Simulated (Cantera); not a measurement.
Feed: 1 mol LiOH, 1.5 mol H2, 0.42 mol O2, held at 0.133 bar.

These are equilibrium values from Cantera (NASA tables, ideal gas, pure condensed phases), not measurements of a reactor. Candidate condensed phases: H2O, Li, LiH, LiOH, Li2O; 17 gas species. Kinetics and transport are ignored. All values below are at 1300 K.

Base state: H2O 0.663, H2 0.329, LiOH 0.00761, Li2(OH)2 0.000204 (mole fractions); condensed: Li2O(s).

**Question.** What changes in the equilibrium state with this change: O2 from 0.42 to 0.013 mol?

**Answer.** 
```json
[
 {"species": "H2", "before": "0.329", "after": "0.735"},
 {"species": "H2O", "before": "0.663", "after": "0.260"},
 {"species": "LiOH", "before": "0.00761", "after": "0.00476"},
 {"species": "Li2(OH)2", "before": "0.000204", "after": "8.00e-5"},
 {"species": "Li2O(s), mol", "before": "0.492", "after": "0.495"}
]
```
